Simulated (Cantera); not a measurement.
An adiabatic, constant-pressure homogeneous reactor starts with 11.8 % CH4, 18.2 % O2, 68.5 % N2, 1.42 % H2, at 998 K and 1.01 bar.

Detailed kinetics in Cantera: GRI-Mech 3.0 (53 species, 325 reactions). Below about 1000 K GRI-Mech 3.0 lacks low-temperature oxidation paths.

One state of this run: T (K) = 2507; x CH4 = <1e-12; x O2 = 0.000540; x O = 0.000348; x NO2 = 4.05e-8; x HCN = 5.94e-9. x: mole fraction; the columns are a selection and need not sum to one.

Question: Which value of t (s) does it belong to?
A) 2.38
B) 0.0117
C) 0.167
D) 0.630

Answer: C, 0.167
